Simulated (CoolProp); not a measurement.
Model: reference Helmholtz-energy equation of state, de Reuck 1993, in CoolProp.

### Question
For methanol, give the phase and the Z, cp (kJ/(kg K)), isothermal compressibility (1/MPa) at 51.35 °C and 394 bar; 65.25 °C and 394 bar; 190.25 °C and 394 bar.

### Answer
- 51.35 °C and 394 bar: liquid; Z 0.586, cp 2.66, isothermal compressibility 0.000967
- 65.25 °C and 394 bar: liquid; Z 0.570, cp 2.75, isothermal compressibility 0.00103
- 190.25 °C and 394 bar: liquid; Z 0.489, cp 3.83, isothermal compressibility 0.00234
